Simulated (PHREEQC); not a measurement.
Buffer

Solution (73 °C): 0.0042 mol/kgw KHCO3 and 0.0016 mol/kgw Na2B4O7. Closed to the air; pH follows from the charge balance.

Model: Pitzer model, pitzer.dat, run in PHREEQC.

Each row changes one thing in this solution. This is a speciation only: nothing precipitates in the calculation.

```csv
case,pH,ionic strength (mol/kgw)
as made,9.02,0.00781
temperature from 73 to 50 °C,9.07,0.00780
diluted 10-fold with water,8.81,0.000761
temperature from 73 to 25 °C,?,0.00771
KHCO3 left out,9.13,0.00320
Na2B4O7 from 0.0016 to 0.0024 mol/kgw,9.06,0.00946
Na2B4O7 from 0.0016 to 0.0032 mol/kgw,?,0.0111
Na2B4O7 replaced by NaCl at the same molality,8.05,0.00585
```

Problem. Complete the blanks.

Solution. 
- temperature from 73 to 25 °C, pH: 9.11
- Na2B4O7 from 0.0016 to 0.0032 mol/kgw, pH: 9.09

Complexes and solids missing from the database can't appear. Away from 25 °C the constants follow the database's enthalpies or fits; those with neither stay at their 25 °C values.
